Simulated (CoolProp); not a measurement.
Values from CoolProp's reference Helmholtz-energy equation of state, Lemmon 2006. It is a short technical equation, of lower accuracy than the large ones.

Give the vapour pressure (MPa), liquid density (kg/m³), enthalpy of vaporisation (kJ/kg), liquid cp (kJ/(kg K)) of saturated acetone at 37.15, 95.45, 139.15 °C.


```csv
T (°C),p (MPa),liquid density (kg/m³),enthalpy of vaporisation (kJ/kg),liquid cp (kJ/(kg K))
37.15,0.0507,771,522,2.17
95.45,0.331,700,455,2.37
139.15,0.918,637,391,2.59
```
